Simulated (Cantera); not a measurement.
An adiabatic, constant-pressure homogeneous reactor starts with CH₄ : O₂ : N₂ : H₂O = 1 : 1.25 : 4.7 : 0.17 (molar parts), equivalence ratio 1.6, at 1500 K and 20300 Torr. Integrator tolerance rtol = 1e-08.

Computed with Cantera and GRI-Mech 3.0 (53 species, 325 reactions). The pressure lies above the range GRI-Mech 3.0 was tuned for (to about 10 atm).

Problem. What does this change do: initial temperature 1500 to 1598 K?

Solution. 
```tsv
quantity	before	after
time of steepest temperature rise	96.7 µs	41.9 µs
temperature at 3.00 s	2759 K	2836 K
equilibrium temperature	2759 K	2836 K
x(CH₄) at 3.00 s	3.74e-10 (gas-phase equilibrium 4.20e-10)	2.90e-10 (gas-phase equilibrium 3.26e-10)
x(O₂) at 3.00 s	5.02e-5 (gas-phase equilibrium 5.02e-5)	9.11e-5 (gas-phase equilibrium 9.11e-5)
x(H₂O) at 3.00 s	0.180 (gas-phase equilibrium 0.180)	0.179 (gas-phase equilibrium 0.179)
x(C₂H) at 3.00 s	<1e-12 (gas-phase equilibrium <1e-12)	<1e-12 (gas-phase equilibrium <1e-12)
x(C₂H₆) at 3.00 s	<1e-12 (gas-phase equilibrium <1e-12)	<1e-12 (gas-phase equilibrium <1e-12)
x(CH₂) at 3.00 s	2.30e-11 (gas-phase equilibrium 2.51e-11)	3.09e-11 (gas-phase equilibrium 3.37e-11)
x(CH₂O) at 3.00 s	9.74e-8 (gas-phase equilibrium 9.74e-8)	9.75e-8 (gas-phase equilibrium 9.75e-8)
```

Problem. What does this change do: N2 4.7 to 5.9 parts?

Solution. 
| quantity | before | after |
|---|---|---|
| time of steepest temperature rise | 96.7 µs | 0.120 ms |
| temperature at 3.00 s | 2759 K | 2626 K |
| equilibrium temperature | 2759 K | 2626 K |
| x(CH₄) at 3.00 s | 3.74e-10 (gas-phase equilibrium 4.20e-10) | 3.98e-10 (gas-phase equilibrium 4.45e-10) |
| x(O₂) at 3.00 s | 5.02e-5 (gas-phase equilibrium 5.02e-5) | 1.63e-5 (gas-phase equilibrium 1.63e-5) |
| x(H₂O) at 3.00 s | 0.180 (gas-phase equilibrium 0.180) | 0.157 (gas-phase equilibrium 0.157) |
| x(C₂H) at 3.00 s | <1e-12 (gas-phase equilibrium <1e-12) | <1e-12 (gas-phase equilibrium <1e-12) |
| x(C₂H₆) at 3.00 s | <1e-12 (gas-phase equilibrium <1e-12) | <1e-12 (gas-phase equilibrium <1e-12) |
| x(CH₂) at 3.00 s | 2.30e-11 (gas-phase equilibrium 2.51e-11) | 1.01e-11 (gas-phase equilibrium 1.10e-11) |
| x(CH₂O) at 3.00 s | 9.74e-8 (gas-phase equilibrium 9.74e-8) | 7.34e-8 (gas-phase equilibrium 7.34e-8) |

Problem. What does this change do: initial temperature 1500 to 1300 K?

Solution. 
| quantity | before | after |
|---|---|---|
| time of steepest temperature rise | 96.7 µs | 0.637 ms |
| temperature at 3.00 s | 2759 K | 2594 K |
| equilibrium temperature | 2759 K | 2594 K |
| x(CH₄) at 3.00 s | 3.74e-10 (gas-phase equilibrium 4.20e-10) | 6.90e-10 (gas-phase equilibrium 7.71e-10) |
| x(O₂) at 3.00 s | 5.02e-5 (gas-phase equilibrium 5.02e-5) | 1.22e-5 (gas-phase equilibrium 1.22e-5) |
| x(H₂O) at 3.00 s | 0.180 (gas-phase equilibrium 0.180) | 0.181 (gas-phase equilibrium 0.181) |
| x(C₂H) at 3.00 s | <1e-12 (gas-phase equilibrium <1e-12) | <1e-12 (gas-phase equilibrium <1e-12) |
| x(C₂H₆) at 3.00 s | <1e-12 (gas-phase equilibrium <1e-12) | <1e-12 (gas-phase equilibrium <1e-12) |
| x(CH₂) at 3.00 s | 2.30e-11 (gas-phase equilibrium 2.51e-11) | 1.16e-11 (gas-phase equilibrium 1.28e-11) |
| x(CH₂O) at 3.00 s | 9.74e-8 (gas-phase equilibrium 9.74e-8) | 9.75e-8 (gas-phase equilibrium 9.75e-8) |
